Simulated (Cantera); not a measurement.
What does this Cantera script print?

```python
import numpy as np
import cantera as ct

gas_names = """
    N NO NO2 NO3 N2 N2O O O2 O3 Si SiN SiO SiO2 Si2 Si2N Si3
""".split()
cond_names = """
    Si(cr) Si(L) SiO2(Lqz) SiO2(hqz) SiO2(L) Si2N2O(s) Si3N4(a)
""".split()


# ... load() reads the species with a 1 bar reference pressure and builds the phases ...
atoms = {
    'Si': {'Si': 1},
    'O2': {'O': 2},
    'N2': {'N': 2},
}
top_T = {'Si2N2O(s)': 2100, 'Si3N4(a)': 2400}  # K; cautious upper limits of use, not melting points


# ... equilibrate(T, P, feed) seeds the gas with the atoms and calls Mixture.equilibrate('TP', solver="vcs", rtol=1e-11, max_steps=5000) ...
results = []
feed = {'Si': 1, 'O2': 0.0075, 'N2': 230}  # mol
P = 930000  # Pa
for T in [1748, 1798, 1848, 1898, 1948, 1998, 2048, 2098, 2148]:
    mix = equilibrate(T, P, feed)
    results.append((T, P, feed, dict(zip(mix.species_names, mix.species_moles))))
    x = sorted(zip(gas.X, gas.species_names), reverse=True)
    print(f"T = {T:g} K  P = {P:g} Pa  gas = {mix.phase_moles(0):.4g} mol")
    print("   x: " + "  ".join(f"{s} {v:.3e}" for v, s in x if v > 1e-05))
    print("   condensed (mol): " + ("  ".join(f"{mix.phase(i).name} {mix.phase_moles(i):.4g}"
          for i in range(1, mix.n_phases) if mix.phase_moles(i) > 1e-12) or "none"))
```

Output:

```
T = 1748 K  P = 930000 Pa  gas = 229.3 mol
   x: N2 1.000e+00
   condensed (mol): Si2N2O(s) 0.01475  Si3N4(a) 0.3234
T = 1798 K  P = 930000 Pa  gas = 229.3 mol
   x: N2 1.000e+00
   condensed (mol): Si2N2O(s) 0.01424  Si3N4(a) 0.3236
T = 1848 K  P = 930000 Pa  gas = 229.3 mol
   x: N2 1.000e+00
   condensed (mol): Si2N2O(s) 0.01286  Si3N4(a) 0.324
T = 1898 K  P = 930000 Pa  gas = 229.3 mol
   x: N2 1.000e+00  SiO 2.477e-05
   condensed (mol): Si2N2O(s) 0.009319  Si3N4(a) 0.3252
T = 1948 K  P = 930000 Pa  gas = 229.4 mol
   x: N2 9.999e-01  SiO 6.246e-05
   condensed (mol): Si2N2O(s) 0.000674  Si3N4(a) 0.3281
T = 1998 K  P = 930000 Pa  gas = 229.4 mol
   x: N2 9.999e-01  SiO 6.540e-05
   condensed (mol): Si3N4(a) 0.3283
T = 2048 K  P = 930000 Pa  gas = 229.4 mol
   x: N2 9.999e-01  SiO 6.540e-05
   condensed (mol): Si3N4(a) 0.3282
T = 2098 K  P = 930000 Pa  gas = 229.4 mol
   x: N2 9.999e-01  SiO 6.540e-05
   condensed (mol): Si3N4(a) 0.328
T = 2148 K  P = 930000 Pa  gas = 229.4 mol
   x: N2 9.999e-01  SiO 6.540e-05
   condensed (mol): Si3N4(a) 0.3276
```

These are equilibrium values from Cantera (NASA tables, ideal gas, pure condensed phases), not measurements of a reactor. Mutual solubility and eutectic melting of coexisting phases are not modelled.
